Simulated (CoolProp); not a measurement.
Water along the isotherm 334.3 K: density (kg/m³) from the reference equation and from simpler models built on Tc = 647.1 K, pc = 220.6 bar, ω = 0.344; each cubic takes its own stable root.

Values from CoolProp's reference Helmholtz-energy equation of state, Wagner 2002.

| p (bar) | phase | reference |
|---|---|---|
| 50.1 | liquid | 984.7 |
| 100 | liquid | 986.9 |
| 150 | liquid | 989.0 |
| 201 | liquid | 991.2 |
| 251 | liquid | 993.2 |
| 301 | liquid | 995.3 |
| 351 | liquid | 997.3 |
| 401 | liquid | 999.3 |
| 451 | liquid | 1001 |
| 501 | liquid | 1003 |
| 552 | liquid | 1005 |

**Question.** How far does each simpler model (van der Waals, Redlich-Kwong, Soave-Redlich-Kwong, Peng-Robinson) lie from the reference over these 11 states: mean and median of the absolute difference, and the worst?

**Answer.** 
- van der Waals: mean 50.9 %, median 50.8 %, worst -51.1 % at 334.3 K and 50.1 bar
- Redlich-Kwong: mean 27.8 %, median 27.8 %, worst -28.0 % at 334.3 K and 552 bar
- Soave-Redlich-Kwong: mean 25.7 %, median 25.7 %, worst -26.0 % at 334.3 K and 552 bar
- Peng-Robinson: mean 16.5 %, median 16.5 %, worst -17.0 % at 334.3 K and 552 bar
